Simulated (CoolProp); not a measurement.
A simple Rankine cycle with R142b: condensing at 319.15 K, boiler at 2.57 MPa, turbine inlet 424.5 K, turbine efficiency 0.9, pump efficiency 0.8, no recuperator. Each further row changes one setting.

Values from CoolProp's reference Helmholtz-energy equation of state, Lemmon 2006. It is a short technical equation, of lower accuracy than the large ones.

```csv
case,thermal efficiency (%),net work (kJ/kg),heat in (kJ/kg),turbine exit temperature (K),volume ratio over the turbine
as stated,12.4,33.4,269,367.9,4.32
turbine inlet 444.5 K,12.4,36.5,294,…,4.21
condensing temperature 311.15 K,13.8,38.7,280,360.7,5.34
boiler pressure 1.8 MPa,9.8,27.4,280,…,2.91
turbine efficiency 0.8,10.9,29.4,269,371.8,…
```

**Question.** Complete the blanks.

**Answer.** 
- turbine inlet 444.5 K, turbine exit temperature (K): 389.2
- boiler pressure 1.8 MPa, turbine exit temperature (K): 384.6
- turbine efficiency 0.8, volume ratio over the turbine: 4.39
